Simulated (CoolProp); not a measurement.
Vapour-liquid equilibrium of methanol (1) + m-xylene (2) at 186.55 °C; x and y are mole fractions of (1).

Model: multi-fluid Helmholtz-energy mixture model, de Reuck 1993 and Zhou 2012; pair parameters Bell 2016, in CoolProp.

| x | bubble pressure, mixture model (kPa) | bubble pressure, Raoult's law (kPa) | y, mixture model | y, Raoult's law |
|---|---|---|---|---|
| 0.05 | [?] | 451.3 | 0.503 | 0.344 |
| 0.15 | [?] | 730.4 | [?] | 0.637 |
| 0.25 | 1501 | 1010 | [?] | 0.768 |
| 0.35 | [?] | 1289 | 0.804 | 0.843 |
| 0.45 | [?] | 1568 | 0.827 | 0.891 |
| 0.55 | [?] | 1847 | 0.849 | 0.924 |
| 0.65 | 2308 | 2126 | 0.872 | 0.949 |
| 0.75 | 2511 | 2405 | 0.900 | 0.968 |
| 0.85 | 2734 | 2684 | 0.935 | 0.983 |
| 0.95 | 2976 | 2963 | [?] | 0.995 |

Complete the blanks.


- 0.05, bubble pressure, mixture model (kPa): 656.9
- 0.15, bubble pressure, mixture model (kPa): 1163
- 0.15, y, mixture model: 0.709
- 0.25, y, mixture model: 0.771
- 0.35, bubble pressure, mixture model (kPa): 1744
- 0.45, bubble pressure, mixture model (kPa): 1940
- 0.55, bubble pressure, mixture model (kPa): 2122
- 0.95, y, mixture model: 0.977

The largest gap from Raoult's law is +59.2 % in bubble pressure, at x = 0.15. No azeotrope shows between x = 0.05 and 0.95.

Pair parameters are fitted to limited data, so mixtures are less certain than the pure fluids. With so large a gap from Raoult's law the liquid may split in two, which this calculation doesn't test in full.
